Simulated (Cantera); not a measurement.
Input: 1 mol B, 4.9 mol H₂O, at 925 °C and 5.00 mbar.

Method: chemical equilibrium by Gibbs-energy minimisation in Cantera with the NASA 1993 tables (ideal gas, pure condensed phases). Gases not in the tables: H₃BO₃. The numbers say what is thermodynamically allowed, not how fast it happens.

```json
[
 {"species": "H₂", "before": "0.305", "after": "0.999"},
 {"species": "HBO", "before": "2.18e-7", "after": "0.000807"},
 {"species": "B₃O₃H₃", "before": "<1e-9", "after": "0.000484"},
 {"species": "H₂O", "before": "0.685", "after": "5.38e-7"},
 {"species": "HBO₂", "before": "0.00946", "after": "8.39e-6"},
 {"species": "(HBO₂)₃", "before": "0.000472", "after": "<1e-9"},
 {"species": "B₂O₂", "before": "<1e-9", "after": "1.36e-5"},
 {"species": "B₂O₃(l), mol", "before": "0.473", "after": "0.366"},
 {"species": "B(s), mol", "before": "0", "after": "0.266"}
]
```
Gas species are given as mole fractions.

Q: Name the change that produced these shifts.
A. temperature from 925 °C to 877 °C
B. H₂O from 4.9 to 1.1 mol
C. temperature from 925 °C to 1925 °C
D. temperature from 925 °C to 1602 °C

A: B, H₂O from 4.9 to 1.1 mol. Mutual solubility and eutectic melting of coexisting phases are not modelled
